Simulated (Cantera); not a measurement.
An isothermal plug-flow reactor at 725 K and 1.01 bar (inlet), inlet velocity 0.17 m/s, active area per volume 350 1/m; feed CO : O2 : N2 = 0.012 : 0.064 : 0.79 (molar parts), equivalence ratio 0.094.

Detailed kinetics in Cantera: Deutschmann's 1995 Pt surface mechanism with GRI-Mech 3.0 gas chemistry. Catalytic surfaces can have several steady states; this one follows from the mechanism file's or the stated starting coverage. Mass transfer to the wall is taken as infinitely fast.

One state of this run: x CO = 0.00354; x O2 = 0.0691; x H2O = <1e-12; x CO2 = 0.0104; θ free Pt = 0.0368; θ O* = 0.960; θ CO* = 0.00351. x: gas mole fraction; θ: surface coverage.

### Question
Which value of z (m) does it belong to?
(A) 0.017
(B) 0.0097
(C) 0.00054
(D) 0.0017

### Answer
C, 0.00054
